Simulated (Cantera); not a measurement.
An isothermal, constant-pressure homogeneous reactor starts with H2 : O2 : N2 = 0.01 : 1 : 2.2 (molar parts), equivalence ratio 0.0050, at 1473 K and 3.15 Torr. Integrator tolerance rtol = 1e-08.

Detailed kinetics in Cantera: GRI-Mech 3.0 (53 species, 325 reactions). Radical loss at walls, strong at low pressure, is not modelled.

### Question
What does this change do: pressure from 3.15 Torr to 10.00 Torr?

### Answer
```json
[
 {"quantity": "x(H2) at 4.00 s", "before": "9.66e-6 (gas-phase equilibrium 1.13e-7)", "after": "2.72e-6 (gas-phase equilibrium 6.36e-8)"},
 {"quantity": "x(O2) at 4.00 s", "before": "0.309 (gas-phase equilibrium 0.310)", "after": "0.310 (gas-phase equilibrium 0.310)"},
 {"quantity": "x(O) at 4.00 s", "before": "0.00222 (gas-phase equilibrium 2.41e-5)", "after": "0.000598 (gas-phase equilibrium 1.35e-5)"},
 {"quantity": "x(HO2) at 4.00 s", "before": "2.94e-8 (gas-phase equilibrium 9.56e-9)", "after": "4.31e-8 (gas-phase equilibrium 1.28e-8)"},
 {"quantity": "x(N2O) at 4.00 s", "before": "7.63e-9 (gas-phase equilibrium 4.56e-9)", "after": "2.61e-8 (gas-phase equilibrium 8.12e-9)"},
 {"quantity": "x(NO) at 4.00 s", "before": "3.85e-7 (gas-phase equilibrium 0.00122)", "after": "8.68e-7 (gas-phase equilibrium 0.00122)"},
 {"quantity": "x(H2O) at 4.00 s", "before": "0.00286 (gas-phase equilibrium 0.00310)", "after": "0.00300 (gas-phase equilibrium 0.00310)"}
]
```

### Question
What does this change do: temperature 1473 to 1250 K?

### Answer
```
quantity                                           before                                     after
----------------  ---------------------------------------  ----------------------------------------
x(H2) at 4.00 s   9.66e-6 (gas-phase equilibrium 1.13e-7)   7.89e-6 (gas-phase equilibrium 3.00e-9)
x(O2) at 4.00 s       0.309 (gas-phase equilibrium 0.310)       0.309 (gas-phase equilibrium 0.310)
x(O) at 4.00 s    0.00222 (gas-phase equilibrium 2.41e-5)   0.00164 (gas-phase equilibrium 5.99e-7)
x(HO2) at 4.00 s  2.94e-8 (gas-phase equilibrium 9.56e-9)   6.10e-8 (gas-phase equilibrium 1.38e-9)
x(N2O) at 4.00 s  7.63e-9 (gas-phase equilibrium 4.56e-9)   6.40e-9 (gas-phase equilibrium 1.32e-9)
x(NO) at 4.00 s   3.85e-7 (gas-phase equilibrium 0.00122)  2.64e-8 (gas-phase equilibrium 0.000322)
x(H2O) at 4.00 s  0.00286 (gas-phase equilibrium 0.00310)   0.00297 (gas-phase equilibrium 0.00312)
```
